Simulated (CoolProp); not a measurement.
A single-stage vapour-compression cycle with R143a: evaporating at 230.15 K (dew point), condensing at 300.15 K (bubble point), superheat 5 K, subcooling 0 K, compressor efficiency 0.7, no pressure losses. Each further row changes one setting.

Values from CoolProp's reference Helmholtz-energy equation of state, Lemmon and Jacobsen 2000.

```json
[
 {"case": "as stated", "cooling COP": "1.52", "pressure ratio": "10.8", "discharge temperature (K)": "340.8", "refrigerating effect (kJ/kg)": "125", "volumetric capacity (kJ/m³)": "698"},
 {"case": "evaporating temperature 235.15 K", "cooling COP": "1.72", "pressure ratio": "8.63", "discharge temperature (K)": "336.8", "refrigerating effect (kJ/kg)": "128", "volumetric capacity (kJ/m³)": "882"},
 {"case": "condensing temperature 295.15 K", "cooling COP": "1.71", "pressure ratio": "9.45", "discharge temperature (K)": "334.5", "refrigerating effect (kJ/kg)": "133", "volumetric capacity (kJ/m³)": "744"},
 {"case": "subcooling 5 K", "cooling COP": "1.62", "pressure ratio": "10.8", "discharge temperature (K)": "340.8", "refrigerating effect (kJ/kg)": "133", "volumetric capacity (kJ/m³)": "744"},
 {"case": "superheat 15 K", "cooling COP": "1.54", "pressure ratio": "10.8", "discharge temperature (K)": "351.9", "refrigerating effect (kJ/kg)": "134", "volumetric capacity (kJ/m³)": "710"},
 {"case": "compressor efficiency 0.6", "cooling COP": "1.30", "pressure ratio": "10.8", "discharge temperature (K)": "352.5", "refrigerating effect (kJ/kg)": "125", "volumetric capacity (kJ/m³)": "698"}
]
```
